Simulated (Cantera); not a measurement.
A closed system holds: 1 mol C, 0.53 mol O2, held at 2480 Torr.

Equilibrium computed with Cantera from the NASA thermochemical tables; the gas is ideal and each condensed phase is pure. Candidate condensed phases: C; 23 gas species. Ions and electrons are included (thermal ionisation). Equilibrium is a limit: real reactors are often held back by kinetics, nucleation or transport. All values below are at 3000 K.

Base state: CO 0.940, CO2 0.0590, O 0.000714, O2 0.000131 (mole fractions); condensed: gas only.

Q: What changes in the equilibrium state with this change: pressure from 2480 Torr to 100 Torr?

A: 
| species | before | after |
|---|---|---|
| CO | 0.940 | 0.943 |
| CO2 | 0.0590 | 0.0429 |
| O | 0.000714 | 0.0128 |
| O2 | 0.000131 | 0.00171 |
